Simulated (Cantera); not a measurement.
A closed system holds: 1 mol Al(CH₃)₃, 23 mol O₂, 170 mol H₂, held at 1052 °C and 3.20 mbar.

These are equilibrium values from Cantera (NASA tables, ideal gas, pure condensed phases), not measurements of a reactor. The feed counts by its element totals alone. Kinetics and transport are ignored.

```csv
species,before,after
H₂,0.752,0.754
H₂O,0.231,0.229
CO,0.0145,0.0124
CO₂,0.00240,0.00446
H,2.51e-5,1.24e-7
"Al₂O₃(s), mol",0.500,0.500
```
Gas species are given as mole fractions.

Task: What was changed between the two runs?
A) temperature from 1052 °C to 777 °C
B) H₂ from 170 to 1.5 mol
C) H₂ from 170 to 28 mol
D) temperature from 1052 °C to 1502 °C

Result: A, temperature from 1052 °C to 777 °C
